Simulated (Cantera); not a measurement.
Input: 1 mol trisilylamine, 35 mol N2, 83 mol H2, 5 mol NH3, equilibrated at 100 Torr.

Cantera equilibrium calculation (NASA polynomials, part measured and part estimated; ideal gas, pure solids and liquids). Candidate condensed phases: Si, Si3N4; 18 gas species. The feed counts by its element totals alone. Gases not in the tables: Si2H6 and higher silanes. Equilibrium is a limit: real reactors are often held back by kinetics, nucleation or transport.

At 1823 K, list the 5 most abundant gas species with their mole fractions, and the condensed phases.

H2 0.724, N2 0.275, H 0.00101, Si 1.64e-5, SiH2 1.26e-5. Condensed: Si3N4(s).
